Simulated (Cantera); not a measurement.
## Equilibrium for silicon nitride deposition: Si₂Cl₆ + NH₃ + H₂

Input: 1 mol Si₂Cl₆, 7.5 mol NH₃, 9.3 mol H₂, equilibrated at 1150 K.

These are equilibrium values from Cantera (NASA tables, ideal gas, pure condensed phases), not measurements of a reactor. Candidate condensed phases: NH₄Cl, Si, Si₃N₄; 28 gas species. The feed counts by its element totals alone. The tables' values for SiCl₃ are old estimates; treat these amounts as uncertain. The numbers say what is thermodynamically allowed, not how fast it happens.

| P (Pa) | x H₂ | x HCl | x N₂ | x SiCl₄ | n Si₃N₄(s) |
|---|---|---|---|---|---|
| 5 | 0.678 | 0.226 | 0.0944 | 0.000181 | 0.647 |
| 26 | 0.677 | 0.228 | 0.0938 | 0.000327 | 0.657 |
| 140 | 0.677 | 0.228 | 0.0937 | 0.000574 | 0.659 |
| 710 | 0.678 | 0.227 | 0.0939 | 0.000962 | 0.657 |
| 3700 | 0.680 | 0.224 | 0.0943 | 0.00159 | 0.651 |
| 19000 | 0.682 | 0.221 | 0.0950 | 0.00253 | 0.643 |
| 100000 | 0.685 | 0.215 | 0.0960 | 0.00390 | 0.630 |
x: gas mole fraction; n: condensed amount in mol.

From 5.00e-5 bar to 1.00 bar the condensed part is Si₃N₄(s). The main Si-bearing gas is SiCl₂ at 5.00e-5 bar and SiCl₄ at 1.00 bar. The share of Si in condensed phases is highest at 0.00140 bar (98.8 %) and lowest at 1.00 bar (94.6 %).
